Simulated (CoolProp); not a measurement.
Vapour-liquid equilibrium of CF4 (R14) (1) + ethane (2) at 176.2 K; x and y are mole fractions of (1).

The numbers come from the multi-fluid Helmholtz-energy mixture model, Platzer 1990 and Bücker 2006; pair parameters Bell 2016 in CoolProp. This equation is an older, rougher fit; its heat capacities, sound speeds and derivatives of the liquid may be far off and weren't checked against measurements.

Q: Give the bubble pressure and the first vapour's composition at x = 0.15, 0.45, 0.55. Is there an azeotrope?

A: x = 0.15: 0.4015 MPa, y = 0.844; x = 0.45: 0.4827 MPa, y = 0.875; x = 0.55: 0.4905 MPa, y = 0.879. No azeotrope shows between x = 0.05 and 0.95.

Pair parameters are fitted to limited data, so mixtures are less certain than the pure fluids. With so large a gap from Raoult's law the liquid may split in two, which this calculation doesn't test in full.
